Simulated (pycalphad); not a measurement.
An equivalent pycalphad script:

```python
from pycalphad import Database, equilibrium, calculate, variables as v
import numpy as np
db = Database('COST507.tdb')
comps = ['MG', 'SI', 'AL', 'VA']
phases = ['ALMG_BETA', 'ALMG_EPS', 'ALMG_GAMMA', 'DIAMOND_A4', 'FCC_A1', 'HCP_A3', 'LIQUID', 'MG2SI']
eq = equilibrium(db, comps, phases, {v.X('SI'): 0.0116, v.X('AL'): 0.0033, v.T: np.arange(1650, 349, -25), v.P: 101325, v.N: 1}, output=['HM', 'SM'])
```

CALPHAD calculation (pycalphad, COST 507 light-alloy database (1999)), 1 atm. No gas phase is included, though pure Mg would boil below 1650 K. The database dates from 1999; later assessments differ in places, in temperatures and in the compounds included. Phase fractions are per mole of atoms. Kinetics are ignored, which matters at the lower temperatures.

Results at three of the temperatures:

```
T = 1425.00 K, P = 101325 Pa, N = 1 mol of atoms
G = -83148 J/mol, H = 43164 J/mol, S = 88.64 J/(mol K)  (SER reference)
chemical potentials (J/mol): Mg -82321, Si -137147, Al -139970
phase             fraction      x(Mg)      x(Si)      x(Al)
LIQUID              1.0000     0.9851     0.0116     0.0033
```

```
T = 1325.00 K, P = 101325 Pa, N = 1 mol of atoms
G = -74407 J/mol, H = 39742 J/mol, S = 86.15 J/(mol K)  (SER reference)
chemical potentials (J/mol): Mg -73619, Si -126089, Al -127989
phase             fraction      x(Mg)      x(Si)      x(Al)
LIQUID              1.0000     0.9851     0.0116     0.0033
```

```
T = 900.00 K, P = 101325 Pa, N = 1 mol of atoms
G = -40511 J/mol, H = 16210 J/mol, S = 63.02 J/(mol K)  (SER reference)
chemical potentials (J/mol): Mg -39928, Si -81463, Al -70578
phase             fraction      x(Mg)      x(Si)      x(Al)
HCP_A3              0.9653     0.9966   2.34e-05     0.0034
MG2SI               0.0347     0.6667     0.3333       none
```

Changes of the phase set, refined by bisection:

```tsv
T (K)	phases above	phases below
911.2	liquid	hcp + liquid
910.0	hcp + liquid	hcp + liquid + MG2SI
905.5	hcp + liquid + MG2SI	hcp + MG2SI
```

Database names, with the compositions (at.%) that they take in these runs: MG2SI: Mg 67 Si 33. HCP_A3 is hcp. An entry "none" or "no" means that the model of the phase leaves that element out.
